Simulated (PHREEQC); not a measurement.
A solution holds 0.0034 mol H2SO4, 0.0004 mol CuSO4 and 0.0017 mol MgCl2 per kg of water, at 25 °C. Closed to the air; pH follows from the charge balance.

Computed with PHREEQC (ion-association model, phreeqc.dat).

This is a speciation only: nothing precipitates in the calculation.

Q: Order these S species by the share of S that they hold, largest first: SO4-2, MgSO4, CuSO4, HSO4-.

A: SO4-2 (66 %), HSO4- (24 %), MgSO4 (8.5 %), CuSO4 (1.8 %)

Q: Order these Cu species by the share of Cu that they hold, largest first: CuCl+, Cu+2, CuSO4.

A: Cu+2 (83 %), CuSO4 (17 %), CuCl+ (0.48 %)

The pH is 2.27 and the ionic strength 0.0135 mol/kgw. Complexes and solids missing from the database can't appear.
